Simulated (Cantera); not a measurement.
A perfectly stirred reactor is fed with H2 : O2 : N2 = 1 : 0.455 : 1.71 (molar parts), equivalence ratio 1.1, at 1200000 Pa; it is adiabatic with a 798 K inlet, and is followed from long to short residence time, starting on the burning branch (τ in s: 0.23, 0.099, 0.042, 0.018, 0.0077, 0.0033, 0.0014, 0.00059, 0.00025, 0.00011, 4.6e-05, 1.9e-05).

Cantera simulation using the H2/O2 subset of GRI-Mech 3.0, which has no nitrogen chemistry; the numbers are that mechanism's predictions, not measurements. The hydrogen kinetics of GRI-Mech 3.0 are dated; newer H2 mechanisms differ, most at raised pressure. The pressure lies above the range GRI-Mech 3.0 was tuned for (to about 10 atm).

What does this change do: pressure from 1200000 Pa to 130000 Pa?


```
quantity                                                                          before                                   after
------------------------------------------------  --------------------------------------  --------------------------------------
blow-out, bracketed by the residence times tried  burning at 19.0 µs, the shortest tried  burning at 19.0 µs, the shortest tried
x(H2) at τ = 0.230 s                                                              0.0397                                  0.0464
x(O2) at τ = 0.230 s                                                             0.00189                                 0.00470
x(HO2) at τ = 0.230 s                                                            2.57e-6                                 2.22e-6
x(H2O) at τ = 0.230 s                                                              0.319                                   0.304
x(H) at τ = 0.230 s                                                              0.00411                                 0.00895
x(H2) at τ = 1.40 ms                                                              0.0402                                  0.0518
x(O2) at τ = 1.40 ms                                                             0.00211                                 0.00738
x(HO2) at τ = 1.40 ms                                                            2.87e-6                                 3.20e-6
x(H2O) at τ = 1.40 ms                                                              0.319                                   0.292
x(H) at τ = 1.40 ms                                                              0.00433                                  0.0140
```
